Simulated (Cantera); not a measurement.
An isothermal plug-flow reactor at 725 K and 0.642 atm (inlet), inlet velocity 3.3 m/s, active area per volume 1600 1/m; feed 2.47 % CO, 12.9 % O2, 84.7 % N2, equivalence ratio 0.096.

Detailed kinetics in Cantera: Deutschmann's 1995 Pt surface mechanism with GRI-Mech 3.0 gas chemistry. Catalytic surfaces can have several steady states; this one follows from the mechanism file's or the stated starting coverage. Mass transfer to the wall is taken as infinitely fast.

Question: Predict: x(CO) at z = 0.0041 m; x(O2) at z = 0.0041 m; x(CO2) at z = 0.0041 m; θ(free Pt) at the exit; θ(O*) at the exit; θ(CO*) at the exit.

Answer: 
```json
{
  "x(CO) at z = 0.0041 m": "0.00518",
  "x(O2) at z = 0.0041 m": "0.120",
  "x(CO2) at z = 0.0041 m": "0.0197",
  "θ(free Pt) at the exit": "0.0251",
  "θ(O*) at the exit": "0.973",
  "θ(CO*) at the exit": "0.00150"
}
```
